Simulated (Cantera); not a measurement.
A closed system holds: 1 mol CH3OH, 0.28 mol CO2, held at 1648 K.

Equilibrium computed with Cantera from the NASA thermochemical tables; the gas is ideal and each condensed phase is pure. Candidate condensed phases: C, C6H6, C7H8, C8H18, H2O; 110 gas species. The ideal-gas law is rough above about 30 bar. Kinetics and transport are ignored.

x: gas mole fraction; nothing condenses.

```tsv
P (Pa)	x H2	x CO	x H2O	x CO2	x H	x CH4
10	0.535	0.374	0.0698	0.0152	0.00651	<1e-12
100	0.538	0.375	0.0700	0.0152	0.00207	<1e-12
1000	0.539	0.375	0.0701	0.0152	0.000654	7.31e-11
10000	0.539	0.375	0.0701	0.0152	0.000207	7.32e-9
100000	0.540	0.375	0.0701	0.0152	[?]	[?]
1000000	0.539	0.375	0.0702	0.0152	[?]	[?]
10000000	0.529	0.372	0.0761	0.0167	6.48e-6	0.00631
```

Some entries are withheld; supply them.


- 1000000, x H: 2.07e-5
- 1000000, x CH4: 7.31e-5
- 100000, x H: 6.54e-5
- 100000, x CH4: 7.32e-7
